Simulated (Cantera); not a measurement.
Input (Python, Cantera):

```python
import numpy as np
import cantera as ct

surf = ct.Interface("ptcombust.yaml", "Pt_surf")
gas = surf.adjacent["gas"]
gas.TPX = 500, 500000, {'H2': 0.0021, 'O2': 0.037, 'N2': 0.79}
surf.TP = 500, 500000
reactor = ct.FlowReactor(gas, clone=False)
reactor.area = 0.0001  # m2
reactor.surface_area_to_volume_ratio = 1200  # 1/m
reactor.mass_flow_rate = 0.13 * reactor.area * gas.density  # inlet velocity 0.13 m/s
reactor.energy_enabled = False
wall = ct.ReactorSurface(surf, reactor, clone=False)
net = ct.ReactorNet([reactor])
net.rtol, net.atol = 1e-8, 1e-16
show, cover = ['H2', 'O2', 'H2O'], ['PT(S)', 'H(S)', 'O(S)', 'OH(S)', 'CO(S)', 'C(S)']

rows = []
print(f"{'z/m':>9s}{'u/(m/s)':>9s}" + "".join(f"{s:>13s}" for s in show + cover))
for z in [6.4e-05, 0.00014, 0.0003, 0.00064, 0.0014, 0.003, 0.0064]:
    net.advance(z)
    rows.append([reactor.speed, *gas[show].X, *surf[cover].coverages])
    print(f"{z:9.4g}{rows[-1][0]:9.3g}" + "".join(f"{x:13.4e}" for x in rows[-1][1:]))
```

Result:

```
      z/m  u/(m/s)           H2           O2          H2O        PT(S)         H(S)         O(S)        OH(S)        CO(S)         C(S)
  6.4e-05     0.13   1.0831e-03   4.3933e-02   1.4516e-03   3.6133e-02   1.5880e-08   9.4121e-01   2.2593e-02   1.2470e-25  -6.2266e-31
  0.00014     0.13   6.4238e-04   4.3723e-02   1.8929e-03   2.1534e-02   5.5317e-09   9.5950e-01   1.8920e-02   2.8216e-24   8.7513e-31
   0.0003     0.13   3.4531e-04   4.3580e-02   2.1903e-03   1.1613e-02   1.5905e-09   9.7374e-01   1.4618e-02   9.6853e-25  -1.4372e-28
  0.00064     0.13   1.7393e-04   4.3498e-02   2.3619e-03   5.8603e-03   4.0390e-10   9.8344e-01   1.0685e-02   1.1387e-25   2.4268e-30
   0.0014     0.13   8.2387e-05   4.3455e-02   2.4536e-03   2.7789e-03   9.1317e-11   9.8974e-01   7.4715e-03  -7.4009e-24  -2.6314e-28
    0.003     0.13   3.9065e-05   4.3434e-02   2.4970e-03   1.3186e-03   2.0833e-11   9.9349e-01   5.1857e-03   1.2882e-25   6.0511e-30
   0.0064     0.13   1.8440e-05   4.3424e-02   2.5176e-03   6.2323e-04   4.7542e-12   9.9580e-01   3.5788e-03  -3.5056e-25  -1.2247e-31
```

Model: Deutschmann's 1995 Pt surface mechanism with GRI-Mech 3.0 gas chemistry, integrated in Cantera. Catalytic surfaces can have several steady states; this one follows from the mechanism file's or the stated starting coverage. Mass transfer to the wall is taken as infinitely fast.
